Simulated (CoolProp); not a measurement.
A single-stage vapour-compression cycle with n-perfluoropentane: evaporating at 329.15 K (dew point), condensing at 356.15 K (bubble point), superheat 8 K, subcooling 2 K, compressor efficiency 0.75, no pressure losses. Each further row changes one setting.

Model: reference Helmholtz-energy equation of state, Gao 2022, in CoolProp.

```csv
case,cooling COP,pressure ratio,discharge temperature (K),refrigerating effect (kJ/kg),volumetric capacity (kJ/m³)
as stated,7.34,2.09,356.1,60.6,1690
evaporating temperature 334.15 K,9.63,1.81,356.1,64.5,2080
condensing temperature 351.15 K,9.58,1.84,351.1,66.4,1860
subcooling 7 K,8.05,2.09,356.1,66.5,1860
superheat 18 K,7.95,2.09,360.9,69.6,1870
compressor efficiency 0.65,6.36,2.09,356.1,60.6,1690
```

The compression ends wet for: as stated; evaporating temperature 334.15 K; condensing temperature 351.15 K; subcooling 7 K; compressor efficiency 0.65.
